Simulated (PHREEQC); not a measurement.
Model water analysis in mg/L, 16 °C, pH 3.5, pe 10.1: Na 191; K 59.4; Ca 38.4; Mg 158; Cl 256; S(6) as SO4 854; Zn 3.02; Pb 32.5; Cd 47.5; F 1.18.

Valence states are taken as typed.

The numbers come from PHREEQC with the ion-association model, wateq4f.dat.

Each row changes one thing in this solution. This is a speciation only: nothing precipitates in the calculation.

```json
[
 {"case": "as made", "ionic strength (mol/kgw)": "0.0338", "SO4-2 (mol/kgw)": "0.00656", "Mg+2 (mol/kgw)": "0.00488", "MgSO4 (mol/kgw)": "0.00163", "CaSO4 (mol/kgw)": "0.000235", "NaSO4- (mol/kgw)": "0.000131", "SI of Anglesite (PbSO4)": "+0.95", "SI of Gypsum (CaSO4:2H2O)": "-1.30"},
 {"case": "temperature from 16 to 50 °C at the same typed pH", "ionic strength (mol/kgw)": "___", "SO4-2 (mol/kgw)": "0.00555", "Mg+2 (mol/kgw)": "0.00397", "MgSO4 (mol/kgw)": "0.00253", "CaSO4 (mol/kgw)": "0.000257", "NaSO4- (mol/kgw)": "0.000135", "SI of Anglesite (PbSO4)": "+0.70", "SI of Gypsum (CaSO4:2H2O)": "-1.36"},
 {"case": "Zn from 3.02 to 9.06 mg/L", "ionic strength (mol/kgw)": "0.0339", "SO4-2 (mol/kgw)": "0.00654", "Mg+2 (mol/kgw)": "0.00488", "MgSO4 (mol/kgw)": "0.00162", "CaSO4 (mol/kgw)": "0.000235", "NaSO4- (mol/kgw)": "0.000131", "SI of Anglesite (PbSO4)": "+0.95", "SI of Gypsum (CaSO4:2H2O)": "-1.31"},
 {"case": "Na from 191 to 95.5 mg/L", "ionic strength (mol/kgw)": "___", "SO4-2 (mol/kgw)": "0.00657", "Mg+2 (mol/kgw)": "0.00483", "MgSO4 (mol/kgw)": "0.00167", "CaSO4 (mol/kgw)": "___", "NaSO4- (mol/kgw)": "6.67e-5", "SI of Anglesite (PbSO4)": "___", "SI of Gypsum (CaSO4:2H2O)": "-1.29"}
]
```

Q: Fill in the missing entries.

A: 
- temperature from 16 to 50 °C at the same typed pH, ionic strength (mol/kgw): 0.0300
- Na from 191 to 95.5 mg/L, ionic strength (mol/kgw): 0.0316
- Na from 191 to 95.5 mg/L, CaSO4 (mol/kgw): 0.000241
- Na from 191 to 95.5 mg/L, SI of Anglesite (PbSO4): +0.96

Complexes and solids missing from the database can't appear. Some of these states are supersaturated (in Anglesite, for instance). Constants without temperature data keep their 25 °C values here.
